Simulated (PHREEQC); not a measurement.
Model water analysis in mg/kgw, 20 °C, pH 2.19, pe 13: Na 77.5; K 24; Ca 68.2; Mg 9.54; Cl 6.88; S(6) as SO4 1020; Si as SiO2 0.441.

Valence states are taken as typed.

Model: ion-association model, phreeqc.dat, run in PHREEQC.

Each row changes one thing in this solution. This is a speciation only: nothing precipitates in the calculation.

| case | ionic strength (mol/kgw) | SO4-2 (mol/kgw) | HSO4- (mol/kgw) | Ca+2 (mol/kgw) | Mg+2 (mol/kgw) | SI of Gypsum (CaSO4:2H2O) | SI of Quartz (SiO2) |
|---|---|---|---|---|---|---|---|
| as made | 0.0246 | 0.00726 | 0.00265 | 0.00121 | 0.000266 | -0.98 | -1.08 |
| all concentrations times 2 at the same typed pH | 0.0447 | 0.0146 | 0.00476 | 0.00211 | 0.000459 | -0.56 | -0.77 |
| temperature from 20 to 90 °C at the same typed pH | 0.0185 | 0.00311 | 0.00687 | … | 0.000208 | -1.11 | -1.94 |
| Na from 77.5 to 38.8 mg/kgw | 0.0237 | … | 0.00267 | 0.00120 | 0.000265 | -0.97 | -1.08 |

Question: Fill in the missing entries.

Answer: 
- temperature from 20 to 90 °C at the same typed pH, Ca+2 (mol/kgw): 0.00131
- Na from 77.5 to 38.8 mg/kgw, SO4-2 (mol/kgw): 0.00727

Constants without temperature data keep their 25 °C values here.
